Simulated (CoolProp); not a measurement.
Vapour-liquid equilibrium of ethanol (1) + ethylbenzene (2) at 343.4 K; x and y are mole fractions of (1).

Values from CoolProp's multi-fluid Helmholtz-energy mixture model, Schroeder 2014 and Zhou 2012; pair parameters Bell 2016.

Task: Give the bubble pressure and the first vapour's composition at x = 0.15, 0.55, 0.75. Is there an azeotrope?

Result: x = 0.15: 0.5049 bar, y = 0.794; x = 0.55: 0.6661 bar, y = 0.861; x = 0.75: 0.6905 bar, y = 0.881. No azeotrope shows between x = 0.05 and 0.95.

The pair parameters rest on a limited set of measurements; away from them the model extrapolates. With so large a gap from Raoult's law the liquid may split in two, which this calculation doesn't test in full.
